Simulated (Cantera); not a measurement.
**Thermodynamics of silicon oxide and oxynitride deposition, feed Si2H6 + CO2 + H2**

A closed system holds: 1 mol Si2H6, 5.9 mol CO2, 0.68 mol H2, at 0.133 bar.

Method: chemical equilibrium by Gibbs-energy minimisation in Cantera with the NASA 1993 tables (ideal gas, pure condensed phases). Candidate condensed phases: C, C6H6, C7H8, C8H18, H2O, Si, SiC, SiO2; 123 gas species. The feed counts by its element totals alone. The tables hold silica as quartz up to 1696 K and as liquid above; real silica turns to tridymite and cristobalite and melts near 1996 K. Gases not in the tables: Si(OH)4. Equilibrium is a limit: real reactors are often held back by kinetics, nucleation or transport.

From 1573 K to 1673 K the condensed part is SiO2(β-quartz). From 1723 K to 1973 K the condensed part is SiO2(condensed). From 2023 K to 2073 K the condensed part is SiO2(l).

```csv
T (K),x CO,x H2,x H2O,x CO2,x H,x SiO,x OH,x SiO2,n SiO2(β-quartz),n SiO2(condensed),n SiO2(l)
1573,0.535,0.267,0.117,0.0811,5.75e-5,2.19e-7,9.12e-7,1.44e-10,2.00,0,0
1623,0.537,0.264,0.120,0.0785,9.73e-5,7.54e-7,1.85e-6,5.80e-10,2.00,0,0
1673,0.540,0.262,0.122,0.0761,0.000160,2.41e-6,3.58e-6,2.14e-9,2.00,0,0
1723,0.542,0.260,0.124,0.0739,0.000254,7.12e-6,6.68e-6,7.24e-9,0,2.00,0
1773,0.544,0.257,0.126,0.0719,0.000395,1.96e-5,1.20e-5,2.27e-8,0,2.00,0
1823,0.546,0.255,0.128,0.0700,0.000600,5.10e-5,2.10e-5,6.65e-8,0,2.00,0
1873,0.547,0.253,0.130,0.0683,0.000890,0.000126,3.54e-5,1.84e-7,0,2.00,0
1923,0.548,0.251,0.132,0.0668,0.00129,0.000295,5.83e-5,4.81e-7,0,2.00,0
1973,0.549,0.249,0.133,0.0654,0.00185,0.000660,9.35e-5,1.19e-6,0,1.99,0
2023,0.550,0.247,0.135,0.0643,0.00258,0.00141,0.000147,2.84e-6,0,0,1.99
2073,0.549,0.244,0.137,0.0635,0.00356,0.00289,0.000227,6.44e-6,0,0,1.97
```
x: gas mole fraction; n: condensed amount in mol.
